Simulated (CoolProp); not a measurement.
A simple Rankine cycle with benzene: condensing at 321.15 K, boiler at 0.271 MPa, turbine inlet 394 K, turbine efficiency 0.9, pump efficiency 0.7, no recuperator. Each further row changes one setting.

Values from CoolProp's reference Helmholtz-energy equation of state, Thol 2012.

| case | thermal efficiency (%) | net work (kJ/kg) | heat in (kJ/kg) | turbine exit temperature (K) | volume ratio over the turbine |
|---|---|---|---|---|---|
| as stated | 13.8 | 69.4 | 503 | 335.1 | (withheld) |
| turbine inlet 414 K | 13.8 | 73.8 | 533 | 355.9 | 7.27 |
| condensing temperature 313.15 K | 15.3 | (withheld) | 517 | (withheld) | (withheld) |
| boiler pressure 0.19 MPa | 11.7 | 59.2 | 506 | 345.9 | (withheld) |
| turbine efficiency 0.8 | (withheld) | (withheld) | 503 | 341.4 | (withheld) |

Task: Some entries are withheld; supply them.

Result: 
- as stated, volume ratio over the turbine: 7.25
- condensing temperature 313.15 K, net work (kJ/kg): 79.2
- condensing temperature 313.15 K, turbine exit temperature (K): 326.5
- condensing temperature 313.15 K, volume ratio over the turbine: 9.75
- boiler pressure 0.19 MPa, volume ratio over the turbine: 5.14
- turbine efficiency 0.8, thermal efficiency (%): 12.3
- turbine efficiency 0.8, net work (kJ/kg): 61.7
- turbine efficiency 0.8, volume ratio over the turbine: 7.40
